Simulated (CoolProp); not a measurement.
Properties of CHF3 (R23) along the isobar 6090 kPa (Tc = 299.3 K, pc = 4832 kPa, ω = 0.263).

Values from CoolProp's reference Helmholtz-energy equation of state, Penoncello 2003.

```
T (K)          phase  cv (kJ/(kg K))  speed of sound (m/s)  viscosity (µPa s)  fugacity coefficient
-----  -------------  --------------  --------------------  -----------------  --------------------
290.1         liquid          0.7981                 307.3               78.5                0.4655
300.9  supercritical          0.8433                 219.0               58.8                0.5490
311.8  supercritical          0.9415                 141.4               28.3                0.6232
322.7  supercritical          0.8492                 157.7               22.2                0.6724
333.5  supercritical          0.8070                 170.3               21.0                0.7102
344.4  supercritical          0.7882                 180.2               20.7                0.7422
355.2  supercritical          0.7812                 188.6               20.7                0.7694
366.1  supercritical          0.7806                 195.9               20.8                0.7934
376.9  supercritical          0.7840                 202.5               21.0                0.8144
387.8  supercritical          0.7900                 208.6               21.2                0.8331
398.7  supercritical          0.7976                 214.2               21.5                0.8499
409.5  supercritical          0.8062                 219.4               21.8                0.8647
420.4  supercritical          0.8156                 224.4               22.1                0.8782
431.2  supercritical          0.8254                 229.0               22.5                0.8902
442.1  supercritical          0.8356                 233.5               22.8                0.9012
453    supercritical          0.8460                 237.8               23.2                0.9111
```

Viscosity comes from a separate model (Shan 2000).
